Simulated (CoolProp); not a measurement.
Vinyl chloride along the isotherm 156.85 °C: fugacity coefficient from the reference equation and from simpler models built on Tc = 151.9 °C, pc = 5.600 MPa, ω = 0.160; each cubic takes its own stable root.

Values from CoolProp's reference Helmholtz-energy equation of state, Thol 2022.

| p (MPa) | phase | reference |
|---|---|---|
| 0.0885 | gas | 0.9951 |
| 0.134 | gas | 0.9926 |
| 0.202 | gas | 0.9888 |
| 0.304 | gas | 0.9831 |
| 0.459 | gas | 0.9746 |
| 0.692 | gas | 0.9617 |
| 1.04 | gas | 0.9425 |
| 1.57 | gas | 0.9133 |
| 2.38 | gas | 0.8688 |
| 3.58 | gas | 0.8025 |
| 5.41 | gas | 0.6970 |
| 8.16 | supercritical | 0.5218 |
| 12.3 | supercritical | 0.3896 |
| 18.6 | supercritical | 0.3036 |
| 28 | supercritical | 0.2533 |

Question: How far does each simpler model (van der Waals, Redlich-Kwong, Soave-Redlich-Kwong) lie from the reference over these 15 states: mean and median of the absolute difference, and the worst?

Answer: 
- van der Waals: mean 4.7 %, median 0.7 %, worst +28.2 % at 156.85 °C and 28 MPa
- Redlich-Kwong: mean 1.2 %, median 0.4 %, worst +6.4 % at 156.85 °C and 28 MPa
- Soave-Redlich-Kwong: mean 1.3 %, median 0.4 %, worst +7.0 % at 156.85 °C and 28 MPa
